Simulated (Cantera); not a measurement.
A perfectly stirred reactor is fed with 0.887 % CO, 0.483 % O2, 0.0857 % H2O, 98.5 % N2, equivalence ratio 0.92, at 2.30 bar; it is held at 1300 K, and followed from long to short residence time.

Computed with Cantera and GRI-Mech 3.0 (53 species, 325 reactions).

x: mole fraction; the columns are a selection and need not sum to one.

| τ (s) | x CO | x O2 | x H2O | x H2O2 | x CO2 |
|---|---|---|---|---|---|
| 0.31 | 0.000583 | 0.000684 | 0.000838 | 5.01e-9 | 0.00832 |
| 0.12 | 0.000991 | 0.000886 | 0.000826 | 7.91e-9 | 0.00791 |
| 0.047 | 0.00165 | 0.00121 | 0.000812 | 1.17e-8 | 0.00725 |
| 0.019 | [?] | [?] | 0.000797 | [?] | [?] |
| 0.0073 | [?] | [?] | 0.000785 | 1.99e-8 | [?] |
| 0.0029 | 0.00593 | 0.00330 | 0.000783 | 2.12e-8 | 0.00295 |
| 0.0011 | 0.00767 | 0.00416 | 0.000802 | 1.68e-8 | 0.00120 |

### Question
Fill in the missing entries.

### Answer

- 0.019, x CO: 0.00264
- 0.019, x O2: 0.00169
- 0.019, x H2O2: 1.59e-8
- 0.019, x CO2: 0.00626
- 0.0073, x CO: 0.00415
- 0.0073, x O2: 0.00242
- 0.0073, x CO2: 0.00474
